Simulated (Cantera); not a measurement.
# Abatement and gas-phase synthesis: HF + O₂ + H₂O

Input: 1 mol HF, 0.3 mol O₂, 1.3 mol H₂O, at 0.00280 bar.

Equilibrium computed with Cantera from the NASA thermochemical tables; the gas is ideal and each condensed phase is pure. Candidate condensed phases: H₂O; 37 gas species. Ions and electrons are included (thermal ionisation). The numbers say what is thermodynamically allowed, not how fast it happens.

| T (K) | log p H | log p O | log p HF | log p F | log p OH | log p H₂ | log p O₂ |
|---|---|---|---|---|---|---|---|
| 3000 | -2.91 | -3.08 | -3.32 | -4.23 | -4.17 | -4.21 | -4.27 |
| 3500 | -2.83 | -3.07 | -3.96 | -3.47 | -5.21 | -5.19 | -5.53 |
| 4000 | -2.81 | -3.09 | -4.97 | -3.37 | -6.05 | -6.03 | -6.52 |
| 4500 | -2.81 | -3.09 | -5.84 | -3.37 | -6.71 | -6.70 | -7.27 |
| 5000 | -2.81 | -3.09 | -6.54 | -3.37 | -7.24 | -7.24 | -7.86 |
log p: log10 of the partial pressure in bar; nothing condenses.

From 3000 K to 5000 K nothing is condensed.
